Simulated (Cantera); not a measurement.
A closed system holds: 1 mol borazine, a varied amount of N₂, 130 mol H₂, at 0.00140 bar.

These are equilibrium values from Cantera (NASA tables, ideal gas, pure condensed phases), not measurements of a reactor. Candidate condensed phases: B, BN; 15 gas species. The feed counts by its element totals alone. Mutual solubility and eutectic melting of coexisting phases are not modelled. Kinetics and transport are ignored.

Stable condensed phases, one row left out:

```
T in °C \ n(N₂) in mol
         1.2 1.8 2.7 4.1 6.1 9.1  14  20  30  45
   1850    A   A   A   A   A   A   A   A   A   A
   1700    A   A   A   A   A   B   B   B   B   B
   1625    C   C   B   B   B   B   B   B   B   B
   1550    B   B   B   B   B   B   B   B   B   B
   1475    B   B   B   B   B   B   B   B   B   B
   1400    B   B   B   B   B   B   B   B   B   B
   1325    B   B   B   B   B   B   B   B   B   B
   1250    B   B   B   B   B   B   B   B   B   B
```

A: B; B: BN; C: B + BN.

### Question
Give the row for 1775 °C.

### Answer
1.2: B; 1.8: B; 2.7: B; 4.1: B; 6.1: B; 9.1: B; 14: B; 20: B; 30: BN; 45: BN.
